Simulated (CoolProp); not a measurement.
Acetone along the isotherm 276.85 °C: Z from the reference equation and from simpler models built on Tc = 235.0 °C, pc = 4.692 MPa, ω = 0.307; each cubic takes its own stable root.

Computed with CoolProp (reference Helmholtz-energy equation of state, Lemmon 2006). It is a short technical equation, of lower accuracy than the large ones.

| p (MPa) | phase | reference |
|---|---|---|
| 1.56 | gas | 0.8970 |
| 3.13 | gas | 0.7841 |
| 4.69 | gas | 0.6579 |
| 6.26 | supercritical | 0.5074 |
| 7.82 | supercritical | 0.3536 |
| 9.38 | supercritical | 0.3241 |
| 10.9 | supercritical | 0.3393 |
| 12.5 | supercritical | 0.3648 |
| 14.1 | supercritical | 0.3934 |
| 15.6 | supercritical | 0.4214 |
| 17.2 | supercritical | 0.4518 |
| 18.8 | supercritical | 0.4824 |
| 20.3 | supercritical | 0.5110 |
| 21.9 | supercritical | 0.5415 |
| 23.5 | supercritical | 0.5719 |

Q: How far does each simpler model (van der Waals, Soave-Redlich-Kwong) lie from the reference over these 15 states: mean and median of the absolute difference, and the worst?

A: 
- van der Waals: mean 35.6 %, median 48.7 %, worst +53.5 % at 276.85 °C and 23.5 MPa
- Soave-Redlich-Kwong: mean 24.6 %, median 29.5 %, worst +37.7 % at 276.85 °C and 9.38 MPa
